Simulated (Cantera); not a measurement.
A closed system holds: 1 mol SiH₄, 2.1 mol O₂, equilibrated at 673 K and 7.50 Torr.

Method: chemical equilibrium by Gibbs-energy minimisation in Cantera with the NASA 1993 tables (ideal gas, pure condensed phases). Candidate condensed phases: H₂O, Si, SiO₂; 18 gas species. Kinetics and transport are ignored.

Base state: H₂O 0.952, O₂ 0.0476 (mole fractions); condensed: SiO₂(α-quartz).

Task: What changes in the equilibrium state with this change: temperature from 673 K to 1598 K?

Result: 
| species | before | after |
|---|---|---|
| H₂O | 0.952 | 0.951 |
| O₂ | 0.0476 | 0.0474 |
| OH | <1e-9 | 0.00117 |
| H₂ | <1e-9 | 0.000283 |
| O | <1e-9 | 3.08e-5 |
| SiO₂(α-quartz), mol | 1.00 | 0 |
| SiO₂(β-quartz), mol | 0 | 1.00 |
The tables hold silica as quartz up to 1696 K and as liquid above; real silica turns to tridymite and cristobalite and melts near 1996 K.
